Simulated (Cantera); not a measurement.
Input: 1 mol SiHCl3, 37 mol NH3, 10 mol H2, held at 75.0 Torr.

These are equilibrium values from Cantera (NASA tables, ideal gas, pure condensed phases), not measurements of a reactor. Candidate condensed phases: NH4Cl, Si, Si3N4; 28 gas species. Gases not in the tables: Si2H6 and higher silanes. Kinetics and transport are ignored.

Question: Which condensed phases are stable at each of these points (T (°C)): 1477, 1502, 1527, 1552, 1577, 1602, 1627, 1652, 1677, 1702?

Answer: 
```tsv
T (°C)	condensed phases	Si condensed (%)
1477	Si3N4(s)	87.3
1502	Si3N4(s)	84.4
1527	Si3N4(s)	81.0
1552	Si3N4(s)	77.0
1577	Si3N4(s)	72.6
1602	Si(l)	71.7
1627	Si(l)	71.8
1652	Si(l)	71.6
1677	Si(l)	71.3
1702	Si(l)	70.6
```

From 1477 °C to 1577 °C the condensed part is Si3N4(s). From 1602 °C to 1702 °C the condensed part is Si(l).
